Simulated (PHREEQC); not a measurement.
## Alkaline etch or developer: speciation

Make-up at 80 °C: 0.12 mol TMAH, 8.5e-05 mol CO2 and 0.058 mol K3PO4 per kg of water. Closed to the air; pH follows from the charge balance.

Computed with PHREEQC (ion-association model, wateq4f.dat).

Each row changes one thing in this solution. No solid was allowed to form.

| case | pH | ionic strength (mol/kgw) | HCO3- (mol/kgw) |
|---|---|---|---|
| as made | 11.53 | 0.436 | 1.01e-6 |
| 0.0027 mol/kgw KOH added | 11.54 | ? | 9.88e-7 |
| CO2 replaced by KHCO3 at the same molality | 11.53 | 0.436 | 1.01e-6 |
| K3PO4 left out | ? | 0.120 | 1.36e-6 |
| CO2 from 8.5e-05 to 9.35e-05 mol/kgw | 11.53 | 0.436 | 1.11e-6 |
| TMAH from 0.12 to 0.24 mol/kgw | 11.79 | 0.570 | 5.29e-7 |
| TMAH left out | ? | ? | 3.95e-6 |

Task: Fill in the missing entries.

Result: 
- 0.0027 mol/kgw KOH added, ionic strength (mol/kgw): 0.440
- K3PO4 left out, pH: 11.55
- TMAH left out, pH: 10.98
- TMAH left out, ionic strength (mol/kgw): 0.272

(CH3)4N+ isn't in the database: it is added as a free cation with an ion size of 4 Å. H3PO4, which wateq4f.dat lacks, is added to it with the constant of phreeqc.dat. At this temperature some constants are extrapolated from 25 °C, and those without enthalpy data are left unchanged.
